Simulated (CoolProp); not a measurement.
Vapour-liquid equilibrium of cyclohexane (1) + n-nonane (2) at 0.874 MPa; x and y are mole fractions of (1).

The numbers come from the multi-fluid Helmholtz-energy mixture model, Zhou 2014 and Lemmon 2006; pair parameters Bell 2016 in CoolProp.

| x | bubble temperature (K) | y at the bubble point | dew temperature at overall composition x (K) | liquid density (mol/L) |
|---|---|---|---|---|
| 0.05 | 523.3 | 0.109 | 526.4 | 3.957 |
| 0.125 | 515.2 | 0.256 | 522.5 | 4.158 |
| 0.2 | 507.6 | 0.384 | 518.4 | 4.364 |
| 0.275 | 500.4 | 0.495 | 514.2 | 4.578 |
| 0.35 | 493.5 | 0.590 | 509.7 | 4.799 |
| 0.425 | 487.0 | 0.672 | 505.0 | 5.031 |
| 0.5 | 480.9 | 0.742 | 500.0 | 5.274 |
| 0.575 | 475.0 | 0.802 | 494.7 | 5.529 |
| 0.65 | 469.4 | 0.853 | 488.8 | 5.799 |
| 0.725 | 464.1 | 0.896 | 482.4 | 6.084 |
| 0.8 | 459.1 | 0.932 | 475.2 | 6.386 |
| 0.875 | 454.5 | 0.962 | 466.8 | 6.707 |
| 0.95 | 450.1 | 0.986 | 456.4 | 7.048 |

No azeotrope shows between x = 0.05 and 0.95.

Pair parameters are fitted to limited data, so mixtures are less certain than the pure fluids.
